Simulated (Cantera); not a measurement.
Source: NASA polynomial tables (part measured, part estimated), evaluated in Cantera. Values are per mole of reaction as written; species without (g) are pure solids or liquids, kept so even where they would boil at 1 bar.

2 Ba + S2(g) → 2 BaS

```json
[
 {"T (K)": "350", "ΔH° (kJ)": "___", "ΔS° (J/K)": "___", "ΔG° (kJ)": "___", "log10 K": "___"},
 {"T (K)": "375", "ΔH° (kJ)": "___", "ΔS° (J/K)": "___", "ΔG° (kJ)": "___", "log10 K": "___"},
 {"T (K)": "400", "ΔH° (kJ)": "-1054.7", "ΔS° (J/K)": "-193.5", "ΔG° (kJ)": "-977.3", "log10 K": "127.61"},
 {"T (K)": "425", "ΔH° (kJ)": "-1054.4", "ΔS° (J/K)": "-193.0", "ΔG° (kJ)": "-972.4", "log10 K": "119.51"},
 {"T (K)": "450", "ΔH° (kJ)": "-1054.2", "ΔS° (J/K)": "-192.5", "ΔG° (kJ)": "-967.6", "log10 K": "112.31"},
 {"T (K)": "475", "ΔH° (kJ)": "-1054.0", "ΔS° (J/K)": "-192.1", "ΔG° (kJ)": "-962.8", "log10 K": "105.88"},
 {"T (K)": "500", "ΔH° (kJ)": "-1053.8", "ΔS° (J/K)": "-191.7", "ΔG° (kJ)": "-958.0", "log10 K": "100.08"},
 {"T (K)": "525", "ΔH° (kJ)": "-1053.7", "ΔS° (J/K)": "-191.3", "ΔG° (kJ)": "-953.2", "log10 K": "94.84"},
 {"T (K)": "550", "ΔH° (kJ)": "-1053.5", "ΔS° (J/K)": "-191.0", "ΔG° (kJ)": "-948.4", "log10 K": "90.07"},
 {"T (K)": "575", "ΔH° (kJ)": "-1053.3", "ΔS° (J/K)": "-190.7", "ΔG° (kJ)": "-943.7", "log10 K": "85.72"},
 {"T (K)": "600", "ΔH° (kJ)": "-1053.2", "ΔS° (J/K)": "-190.5", "ΔG° (kJ)": "-938.9", "log10 K": "81.74"}
]
```

### Question
Fill in the missing entries.

### Answer

- 350, ΔH° (kJ): -1055.1
- 350, ΔS° (J/K): -194.7
- 350, ΔG° (kJ): -987.0
- 350, log10 K: 147.29
- 375, ΔH° (kJ): -1054.9
- 375, ΔS° (J/K): -194.0
- 375, ΔG° (kJ): -982.1
- 375, log10 K: 136.80
